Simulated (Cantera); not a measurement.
**Ignition delay**

Mixture: H2 : O2 : N2 = 1 : 0.806 : 4.84 (molar parts), equivalence ratio 0.62, at 0.310 bar, adiabatic and at constant pressure. Ignition delay is the time to a rise of 400 K.

Computed with Cantera and the H2/O2 subset of GRI-Mech 3.0, which has no nitrogen chemistry. Where the delays flatten at high temperature, the 400 K rule measures the pace of heat release, not the induction time.

```
T0 (K)  delay (ms)
------  ----------
1175         0.326
1225         0.292
1275         0.274
1325         0.267
1375         0.268
1425         0.275
1475         0.287
1525         0.304
1575         0.325
1625         0.349
```
